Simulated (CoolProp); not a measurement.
A single-stage vapour-compression cycle with propane: evaporating at 292.15 K (dew point), condensing at 356.15 K (bubble point), superheat 10 K, subcooling 0 K, compressor efficiency 0.8, no pressure losses. Each further row changes one setting.

Values from CoolProp's reference Helmholtz-energy equation of state, Lemmon 2009.

| case | cooling COP | pressure ratio | discharge temperature (K) | refrigerating effect (kJ/kg) | volumetric capacity (kJ/m³) |
|---|---|---|---|---|---|
| as stated | 1.92 | 4.07 | 376.3 | 163 | 2710 |
| evaporating temperature 297.15 K | … | 3.57 | 375.4 | … | 3190 |
| condensing temperature 351.15 K | 2.31 | 3.70 | 370.7 | 183 | … |
| subcooling 5 K | 2.19 | 4.07 | 376.3 | 185 | 3080 |
| superheat 20 K | … | 4.07 | 385.0 | … | 2880 |
| compressor efficiency 0.7 | 1.68 | 4.07 | 380.5 | 163 | 2710 |

Fill in the missing entries.


- evaporating temperature 297.15 K, cooling COP: 2.20
- evaporating temperature 297.15 K, refrigerating effect (kJ/kg): 169
- condensing temperature 351.15 K, volumetric capacity (kJ/m³): 3050
- superheat 20 K, cooling COP: 2.03
- superheat 20 K, refrigerating effect (kJ/kg): 182
